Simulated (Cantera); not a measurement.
What does this Cantera script print?

```python
import numpy as np
import cantera as ct

gas_names = """
    C CN CO CO2 C2 CCN CNC C2N2 C2O C3 C3O2 C4 C4N2 C5 N NCO NO NO2 NO3 N2 N2O O O2 O3 Si SiC SiC2 SiN
    SiO SiO2 Si2 Si2C Si2N Si3
""".split()
cond_names = """
    C(gr) Si(cr) Si(L) SiC(b) SiO2(Lqz) SiO2(hqz) SiO2(L) Si2N2O(s) Si3N4(a)
""".split()


# ... load() reads the species with a 1 bar reference pressure and builds the phases ...
atoms = {
    'SiC': {'Si': 1, 'C': 1},
    'N2O': {'N': 2, 'O': 1},
    'N2': {'N': 2},
    'CO2': {'C': 1, 'O': 2},
}
top_T = {'C(gr)': 4500, 'SiC(b)': 3050, 'Si2N2O(s)': 2100, 'Si3N4(a)': 2400}  # K; cautious upper limits of use, not melting points


# ... equilibrate(T, P, feed) seeds the gas with the atoms and calls Mixture.equilibrate('TP', solver="vcs", rtol=1e-11, max_steps=5000) ...
results = []
feed = {'SiC': 1, 'N2O': 0.013, 'N2': 11, 'CO2': 0.15}  # mol
P = 100000  # Pa
for T in [1323, 1373, 1423, 1473, 1523, 1573, 1623, 1673, 1723, 1773, 1823, 1873, 1923]:
    mix = equilibrate(T, P, feed)
    results.append((T, P, feed, dict(zip(mix.species_names, mix.species_moles))))
    x = sorted(zip(gas.X, gas.species_names), reverse=True)
    print(f"T = {T:g} K  P = {P:g} Pa  gas = {mix.phase_moles(0):.4g} mol")
    print("   x: " + "  ".join(f"{s} {v:.3e}" for v, s in x if v > 1e-06))
    print("   condensed (mol): " + ("  ".join(f"{mix.phase(i).name} {mix.phase_moles(i):.4g}"
          for i in range(1, mix.n_phases) if mix.phase_moles(i) > 1e-12) or "none"))
```

It prints:

```
T = 1323 K  P = 100000 Pa  gas = 10.45 mol
   x: N2 1.000e+00  CO 2.650e-06
   condensed (mol): C(gr) 1.15  Si2N2O(s) 0.313  Si3N4(a) 0.1247
T = 1373 K  P = 100000 Pa  gas = 10.45 mol
   x: N2 1.000e+00  CO 7.850e-06
   condensed (mol): C(gr) 1.15  Si2N2O(s) 0.3129  Si3N4(a) 0.1247
T = 1423 K  P = 100000 Pa  gas = 10.45 mol
   x: N2 1.000e+00  CO 2.152e-05
   condensed (mol): C(gr) 1.15  Si2N2O(s) 0.3128  Si3N4(a) 0.1248
T = 1473 K  P = 100000 Pa  gas = 10.45 mol
   x: N2 9.999e-01  CO 5.501e-05
   condensed (mol): C(gr) 1.149  Si2N2O(s) 0.3124  Si3N4(a) 0.125
T = 1523 K  P = 100000 Pa  gas = 10.45 mol
   x: N2 9.999e-01  CO 1.321e-04
   condensed (mol): C(gr) 1.149  Si2N2O(s) 0.3116  Si3N4(a) 0.1256
T = 1573 K  P = 100000 Pa  gas = 10.45 mol
   x: N2 9.997e-01  CO 2.996e-04
   condensed (mol): C(gr) 1.147  Si2N2O(s) 0.3099  Si3N4(a) 0.1268
T = 1623 K  P = 100000 Pa  gas = 10.46 mol
   x: N2 9.994e-01  CO 6.453e-04  SiO 1.039e-06
   condensed (mol): C(gr) 1.143  Si2N2O(s) 0.3062  Si3N4(a) 0.1292
T = 1673 K  P = 100000 Pa  gas = 10.46 mol
   x: N2 9.987e-01  CO 1.326e-03  SiO 3.710e-06
   condensed (mol): C(gr) 1.136  Si2N2O(s) 0.2991  Si3N4(a) 0.1339
T = 1723 K  P = 100000 Pa  gas = 10.76 mol
   x: N2 9.970e-01  CO 2.975e-03  SiO 1.311e-05
   condensed (mol): C(gr) 0.6798  SiC(b) 0.4382  Si2N2O(s) 0.2808
T = 1773 K  P = 100000 Pa  gas = 10.94 mol
   x: N2 9.888e-01  CO 1.111e-02  SiO 5.702e-05
   condensed (mol): C(gr) 0.4107  SiC(b) 0.6177  Si2N2O(s) 0.1908
T = 1823 K  P = 100000 Pa  gas = 11.22 mol
   x: N2 9.768e-01  CO 2.299e-02  SiO 1.928e-04
   condensed (mol): SiC(b) 0.8921  Si2N2O(s) 0.05289
T = 1873 K  P = 100000 Pa  gas = 11.22 mol
   x: N2 9.766e-01  CO 2.288e-02  SiO 4.801e-04
   condensed (mol): SiC(b) 0.8931  Si2N2O(s) 0.05074
T = 1923 K  P = 100000 Pa  gas = 11.23 mol
   x: N2 9.762e-01  CO 2.265e-02  SiO 1.136e-03  Si 1.762e-06
   condensed (mol): SiC(b) 0.8956  Si2N2O(s) 0.04582
```

These are equilibrium values from Cantera (NASA tables, ideal gas, pure condensed phases), not measurements of a reactor. Mutual solubility and eutectic melting of coexisting phases are not modelled.
